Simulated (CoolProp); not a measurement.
Hydrogen chloride at several states: density (kg/m³) from the reference equation and from simpler models built on Tc = 324.7 K, pc = 83.14 bar, ω = 0.130; each cubic takes its own stable root.

Computed with CoolProp (reference Helmholtz-energy equation of state, Thol 2018).

```csv
T (K),p (bar),phase,reference
308.4,8.22,gas,12.23
543,24.7,gas,20.36
365.7,134,supercritical,319.9
317.1,28,gas,45.49
230.4,270,liquid,1122
200,5.71,liquid,1156
```

How far does each simpler model (van der Waals, Redlich-Kwong, Soave-Redlich-Kwong, Peng-Robinson) lie from the reference over these 6 states: mean and median of the absolute difference, and the worst?


- van der Waals: mean 24.5 %, median 4.5 %, worst -98.8 % at 200 K and 5.71 bar
- Redlich-Kwong: mean 5.1 %, median 2.2 %, worst -13.0 % at 200 K and 5.71 bar
- Soave-Redlich-Kwong: mean 5.9 %, median 5.2 %, worst -12.0 % at 200 K and 5.71 bar
- Peng-Robinson: mean 0.8 %, median 0.4 %, worst -3.3 % at 365.7 K and 134 bar

At some of these states van der Waals gives the other phase, because its saturation line lies elsewhere.
